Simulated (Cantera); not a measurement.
Mixture: CO : H₂ : CH₄ : O₂ : N₂ : H₂O = 1 : 1.3 : 0.1 : 0.964 : 3.63 : 0.63 (molar parts), equivalence ratio 1.4, at 880000 Pa, adiabatic and at constant volume. Ignition delay is the time to a rise of 400 K.

Cantera simulation using GRI-Mech 3.0 (53 species, 325 reactions); the numbers are that mechanism's predictions, not measurements.

Problem. What does this change do: pressure from 880000 Pa to 500000 Pa?

Solution. 
| quantity | before | after |
|---|---|---|
| delay at 1125 K | 0.426 ms | 0.356 ms |
| delay at 1325 K | 13.3 µs | 13.4 µs |
| delay at 1525 K | 2.82 µs | 4.31 µs |
| delay at 1725 K | 1.35 µs | 2.28 µs |
| delay at 1925 K | 0.824 µs | 1.49 µs |
Where the delays flatten at high temperature, the 400 K rule measures the pace of heat release, not the induction time.
